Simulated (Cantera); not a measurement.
A freely propagating, adiabatic, planar premixed flame of H₂ : O₂ : N₂ : H₂O = 1 : 0.357 : 1.34 : 0.39 (molar parts), unburnt at 575 K and 7500 Torr; mixture-averaged transport, grid criteria slope 0.08 and curve 0.16, no radiation.

Cantera simulation using the H2/O2 subset of GRI-Mech 3.0, which has no nitrogen chemistry; the numbers are that mechanism's predictions, not measurements. The hydrogen kinetics of GRI-Mech 3.0 are dated; newer H2 mechanisms differ, most at raised pressure. Burning velocities carry a grid error of a few per cent, more on coarse grids.

Question: Predict: laminar burning velocity; thermal thickness; peak x(H); peak x(OH); peak x(HO₂).

Answer: 
* **laminar burning velocity**: 410 cm/s
* **thermal thickness**: 0.0244 mm
* **peak x(H)**: 0.0171
* **peak x(OH)**: 0.00687
* **peak x(HO₂)**: 0.00170
